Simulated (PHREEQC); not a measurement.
Solution (25 °C): 0.059 mol/kgw ZnSO4, 8.8e-05 mol/kgw H3BO3 and 0.014 mol/kgw K2SO4. Closed to the air; pH follows from the charge balance.

Computed with PHREEQC (ion-association model, phreeqc.dat).

The pH is 5.64, the ionic strength comes out as 0.154 mol/kgw and the density is 1.008 g/cm³.

| species | molality | activity | log γ |
|---|---|---|---|
| SO4-2 | 0.0343 | 0.0110 | -0.493 |
| Zn+2 | 0.0289 | 0.00942 | -0.486 |
| K+ | 0.0261 | 0.0191 | -0.135 |
| ZnSO4 | 0.0235 | 0.0244 | 0.015 |
| Zn(SO4)2-2 | 0.00661 | 0.00219 | -0.480 |
| KSO4- | 0.00194 | 0.00148 | -0.118 |
| H3BO3 | 8.80e-5 | 9.11e-5 | 0.015 |
| ZnOH+ | 5.96e-6 | 4.52e-6 | -0.120 |
| HSO4- | 3.22e-6 | 2.44e-6 | -0.120 |
| H+ | 2.82e-6 | 2.28e-6 | -0.093 |
| H2BO3- | 3.03e-8 | 2.30e-8 | -0.120 |
| Zn(OH)2 | 2.20e-8 | 2.27e-8 | 0.015 |
| OH- | 6.09e-9 | 4.43e-9 | -0.138 |

Precipitation was switched off in this run.
